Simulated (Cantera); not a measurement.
## Carbon deposition, reforming and gasification: C₆H₆ + NH₃ + H₂

Input: 1 mol C₆H₆, 0.012 mol NH₃, 4 mol H₂, held at 50000 Pa.

Method: chemical equilibrium by Gibbs-energy minimisation in Cantera with the NASA 1993 tables (ideal gas, pure condensed phases). Candidate condensed phases: C, C₆H₆, C₇H₈, C₈H₁₈; 92 gas species. Rates play no part.

| T (°C) | x H₂ | x CH₄ | x N₂ | x NH₃ | x HCN | x H | x C₂H₂ (acetylene) | x C₂H₆ | n C(graphite) |
|---|---|---|---|---|---|---|---|---|---|
| 277 | 0.0663 | 0.932 | 0.00163 | 3.64e-5 | <1e-12 | <1e-12 | <1e-12 | 2.19e-6 | 2.61 |
| 377 | 0.241 | 0.757 | 0.00148 | 4.27e-5 | 1.69e-11 | <1e-12 | <1e-12 | 4.08e-6 | 2.97 |
| 477 | 0.537 | 0.461 | 0.00123 | 3.53e-5 | 6.30e-10 | <1e-12 | <1e-12 | 3.87e-6 | 3.78 |
| 577 | 0.800 | 0.199 | 0.00101 | 2.11e-5 | 8.71e-9 | 2.59e-11 | 7.63e-12 | 1.87e-6 | 4.83 |
| 677 | 0.927 | 0.0720 | 0.000910 | 1.11e-5 | 6.48e-8 | 7.58e-10 | 2.54e-10 | 6.22e-7 | 5.53 |
| 777 | 0.972 | 0.0270 | 0.000874 | 6.01e-6 | 3.24e-7 | 1.13e-8 | 4.02e-9 | 2.02e-7 | 5.82 |
| 877 | 0.988 | 0.0114 | 0.000862 | 3.51e-6 | 1.22e-6 | 1.05e-7 | 3.82e-8 | 7.37e-8 | 5.92 |
| 977 | 0.994 | 0.00543 | 0.000856 | 2.21e-6 | 3.70e-6 | 6.81e-7 | 2.50e-7 | 3.07e-8 | 5.96 |
| 1077 | 0.996 | 0.00286 | 0.000851 | 1.48e-6 | 9.49e-6 | 3.36e-6 | 1.23e-6 | 1.44e-8 | 5.98 |
| 1177 | 0.997 | 0.00164 | 0.000844 | 1.05e-6 | 2.13e-5 | 1.34e-5 | 4.86e-6 | 7.49e-9 | 5.99 |
x: gas mole fraction; n: condensed amount in mol.

From 277 °C to 1177 °C the condensed part is C(graphite). The main C-bearing gas is CH₄ throughout. The share of C in condensed phases is highest at 1177 °C (99.8 %) and lowest at 277 °C (43.5 %).
